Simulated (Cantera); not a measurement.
Charge: 1 mol B2O3, a varied amount of H2, 0.26 mol N2, equilibrated at 0.100 bar.

Points: T (K) = 948, 1048, 1148, 1248, 1348, 1448, 1548, 1648, 1748, 1848, 1948, 2048; n(H2) (mol) = 3.6, 5.2, 7.4, 11, 15, 22, 32, 46, 66, 95, 140.

Cantera's Mixture.equilibrate('TP', solver="vcs", rtol=1e-11, max_steps=5000) on the NASA tables stopped like this:

```
ERROR: FAILURE its = 5001!

*******************************************************************************
CanteraError thrown by MultiPhase::equilibrate:
VCS solver failed. Return code: -1
*******************************************************************************
```

Question: What got this run through?

Answer: This is not unique; one that fits is The failure is numerical, not chemical. The same input converged with solver="gibbs", rtol=1e-10, max_steps=50000, and the result passed a check of the equilibrium conditions:
```
    948        3.6  BN(s) + B2O3(L)
    948        5.2  BN(s) + B2O3(L)
    948        7.4  BN(s) + B2O3(L)
    948         11  BN(s) + B2O3(L)
    948         15  BN(s) + B2O3(L)
    948         22  BN(s) + B2O3(L)
    948         32  BN(s) + B2O3(L)
    948         46  BN(s) + B2O3(L)
    948         66  BN(s) + B2O3(L)
    948         95  BN(s) + B2O3(L)
    948        140  BN(s) + B2O3(L)
   1048        3.6  BN(s) + B2O3(L)
   1048        5.2  BN(s) + B2O3(L)
   1048        7.4  BN(s) + B2O3(L)
   1048         11  BN(s) + B2O3(L)
   1048         15  BN(s) + B2O3(L)
   1048         22  BN(s) + B2O3(L)
   1048         32  BN(s) + B2O3(L)
   1048         46  BN(s) + B2O3(L)
   1048         66  BN(s) + B2O3(L)
   1048         95  BN(s) + B2O3(L)
   1048        140  BN(s) + B2O3(L)
   1148        3.6  BN(s) + B2O3(L)
   1148        5.2  BN(s) + B2O3(L)
   1148        7.4  BN(s) + B2O3(L)
   1148         11  BN(s) + B2O3(L)
   1148         15  BN(s) + B2O3(L)
   1148         22  BN(s) + B2O3(L)
   1148         32  BN(s) + B2O3(L)
   1148         46  BN(s) + B2O3(L)
   1148         66  BN(s) + B2O3(L)
   1148         95  BN(s) + B2O3(L)
   1148        140  BN(s) + B2O3(L)
   1248        3.6  BN(s) + B2O3(L)
   1248        5.2  BN(s) + B2O3(L)
   1248        7.4  BN(s) + B2O3(L)
   1248         11  BN(s) + B2O3(L)
   1248         15  BN(s) + B2O3(L)
   1248         22  BN(s) + B2O3(L)
   1248         32  BN(s) + B2O3(L)
   1248         46  BN(s) + B2O3(L)
   1248         66  BN(s) + B2O3(L)
   1248         95  BN(s) + B2O3(L)
   1248        140  BN(s) + B2O3(L)
   1348        3.6  BN(s) + B2O3(L)
   1348        5.2  BN(s) + B2O3(L)
   1348        7.4  BN(s) + B2O3(L)
   1348         11  BN(s) + B2O3(L)
   1348         15  BN(s) + B2O3(L)
   1348         22  BN(s) + B2O3(L)
   1348         32  BN(s) + B2O3(L)
   1348         46  BN(s) + B2O3(L)
   1348         66  BN(s) + B2O3(L)
   1348         95  BN(s) + B2O3(L)
   1348        140  BN(s) + B2O3(L)
   1448        3.6  BN(s) + B2O3(L)
   1448        5.2  BN(s) + B2O3(L)
   1448        7.4  BN(s) + B2O3(L)
   1448         11  BN(s) + B2O3(L)
   1448         15  BN(s) + B2O3(L)
   1448         22  BN(s) + B2O3(L)
   1448         32  BN(s) + B2O3(L)
   1448         46  BN(s) + B2O3(L)
   1448         66  BN(s) + B2O3(L)
   1448         95  BN(s) + B2O3(L)
   1448        140  BN(s) + B2O3(L)
   1548        3.6  BN(s) + B2O3(L)
   1548        5.2  BN(s) + B2O3(L)
   1548        7.4  BN(s) + B2O3(L)
   1548         11  BN(s) + B2O3(L)
   1548         15  BN(s) + B2O3(L)
   1548         22  BN(s) + B2O3(L)
   1548         32  BN(s) + B2O3(L)
   1548         46  BN(s) + B2O3(L)
   1548         66  BN(s) + B2O3(L)
   1548         95  B2O3(L)
   1548        140  B2O3(L)
   1648        3.6  BN(s) + B2O3(L)
   1648        5.2  BN(s) + B2O3(L)
   1648        7.4  B2O3(L)
   1648         11  B2O3(L)
   1648         15  B2O3(L)
   1648         22  B2O3(L)
   1648         32  B2O3(L)
   1648         46  B2O3(L)
   1648         66  B2O3(L)
   1648         95  gas only
   1648        140  gas only
   1748        3.6  B2O3(L)
   1748        5.2  B2O3(L)
   1748        7.4  B2O3(L)
   1748         11  B2O3(L)
   1748         15  B2O3(L)
   1748         22  B2O3(L)
   1748         32  gas only
   1748         46  gas only
   1748         66  gas only
   1748         95  gas only
   1748        140  gas only
   1848        3.6  B2O3(L)
   1848        5.2  B2O3(L)
   1848        7.4  gas only
   1848         11  gas only
   1848         15  gas only
   1848         22  gas only
   1848         32  gas only
   1848         46  gas only
   1848         66  gas only
   1848         95  gas only
   1848        140  gas only
   1948        3.6  gas only
   1948        5.2  gas only
   1948        7.4  gas only
   1948         11  gas only
   1948         15  gas only
   1948         22  gas only
   1948         32  gas only
   1948         46  gas only
   1948         66  gas only
   1948         95  gas only
   1948        140  gas only
   2048        3.6  gas only
   2048        5.2  gas only
   2048        7.4  gas only
   2048         11  gas only
   2048         15  gas only
   2048         22  gas only
   2048         32  gas only
   2048         46  gas only
   2048         66  gas only
   2048         95  gas only
   2048        140  gas only
```

The gas is ideal and each condensed phase is pure. N2 is the only nitrogen source here; it is nearly inert below about 1500 K, so the nitride shown seldom forms there in practice. Mutual solubility and eutectic melting of coexisting phases are not modelled.
